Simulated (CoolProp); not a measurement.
Model: reference Helmholtz-energy equation of state, Leachman 2009, in CoolProp.

Question: For normal hydrogen, give the phase and the density (kg/m³), speed of sound (m/s), Joule-Thomson coefficient (K/MPa), conductivity (mW/(m K)) at -243.15 °C and 1.77 bar; -243.15 °C and 3.54 bar; -243.15 °C and 5.3 bar.

Answer: 
- -243.15 °C and 1.77 bar: gas; density 1.52, speed of sound 443, Joule-Thomson coefficient 10.2, conductivity 25.1
- -243.15 °C and 3.54 bar: gas; density 3.28, speed of sound 430, Joule-Thomson coefficient 10.4, conductivity 27.2
- -243.15 °C and 5.3 bar: gas; density 5.39, speed of sound 414, Joule-Thomson coefficient 10.6, conductivity 29.7

Thermal conductivity comes from a separate model (Assael 2011).
